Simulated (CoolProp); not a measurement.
Aqueous ammonia as a coolant, 4 % by mass, freezing at -4.8 °C, 1 atm.

Values from CoolProp's Melinder's fits for secondary coolants.

| T (°C) | density (kg/m³) | cp (kJ/(kg K)) | Prandtl number | conductivity (W/(m K)) |
|---|---|---|---|---|
| -2.4 | 984.1 | 4.218 | 17.1 | 0.525 |
| 5.6 | 983.6 | 4.203 | 12.4 | 0.543 |
| 13.5 | 982.5 | 4.191 | 9.64 | 0.557 |
| 21.4 | 980.6 | 4.185 | 7.74 | 0.570 |
| 29.4 | 978.2 | 4.186 | 6.20 | 0.584 |
